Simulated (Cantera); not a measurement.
Input: 1 mol TiO2, 0.33 mol C, a varied amount of H2, at 0.000870 bar.

Cantera equilibrium calculation (NASA polynomials, part measured and part estimated; ideal gas, pure solids and liquids). Candidate condensed phases: C, C6H6, C7H8, C8H18, H2O, Ti, TiC, TiO, TiO2, Ti2O3, Ti3O5, Ti4O7; 113 gas species. Mutual solubility and eutectic melting of coexisting phases are not modelled. Condensed phases not in the tables: Magnéli phases beyond Ti4O7. Kinetics and transport are ignored.

Stable condensed phases, one row left out:

```
T in K \ n(H2) in mol
         0.89  1.6  2.3  2.9  3.6  4.3    5  5.7  6.3
   1823     A    A    B    B    B    B    B    B    B
   1773     A    A    B    B    B    B    B    B    B
   1723     A    A    A    B    B    B    B    B    B
   1673     A    A    A    A    A    B    B    B    B
   1573     A    A    A    A    A    A    A    A    B
   1523     A    A    A    A    A    A    A    A    A
   1473     A    A    A    A    A    A    A    A    A
   1423     C    A    A    A    A    A    A    A    A
   1373     C    C    C    A    A    A    A    A    A
```

A: Ti3O5; B: Ti2O3 + Ti3O5; C: Ti3O5 + Ti4O7.

Task: Give the row for 1623 K.

Result: 0.89: Ti3O5; 1.6: Ti3O5; 2.3: Ti3O5; 2.9: Ti3O5; 3.6: Ti3O5; 4.3: Ti3O5; 5: Ti2O3 + Ti3O5; 5.7: Ti2O3 + Ti3O5; 6.3: Ti2O3 + Ti3O5.
